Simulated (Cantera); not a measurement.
A diamond (100) surface in a fixed gas of H2 with x(CH4) = 0.0033, x(H) = 0.00047, at 1248 K, 0.257 atm; coverages are run to steady state.

Detailed kinetics in Cantera: the Harris–Goodwin 1993 mechanism for the reconstructed diamond (100) surface.

θ: site fractions in the mechanism's names (c6HH fully hydrogenated, c6H* and c6*H radical sites, c6** diradical, c6HM methylated).

```
x(CH3)   growth (µm/h)  θ c6HH  θ c6H*  θ c6*H  θ c6**    θ c6HM
-------  -------------  ------  ------  ------  ------  --------
1e-06       (withheld)   0.479  0.0396   0.463  0.0183   2.52e-5
2.3e-06     (withheld)   0.479  0.0396   0.463  0.0183   5.80e-5
5.3e-06     (withheld)   0.479  0.0396   0.463  0.0183  0.000134
1.2e-05     (withheld)   0.479  0.0396   0.462  0.0182  0.000302
2.8e-05     (withheld)   0.479  0.0395   0.462  0.0181  0.000704
6.5e-05     (withheld)   0.478  0.0394   0.461  0.0179   0.00163
0.00015     (withheld)   0.476  0.0393   0.459  0.0174   0.00372
0.00034     (withheld)   0.472  0.0389   0.454  0.0165   0.00823
0.00079     (withheld)   0.463  0.0380   0.444  0.0145    0.0182
```

Problem. What belongs in the gaps?

Solution. 
- 1e-06, growth (µm/h): 0.0288
- 2.3e-06, growth (µm/h): 0.0662
- 5.3e-06, growth (µm/h): 0.152
- 1.2e-05, growth (µm/h): 0.345
- 2.8e-05, growth (µm/h): 0.801
- 6.5e-05, growth (µm/h): 1.84
- 0.00015, growth (µm/h): 4.18
- 0.00034, growth (µm/h): 9.12
- 0.00079, growth (µm/h): 19.5
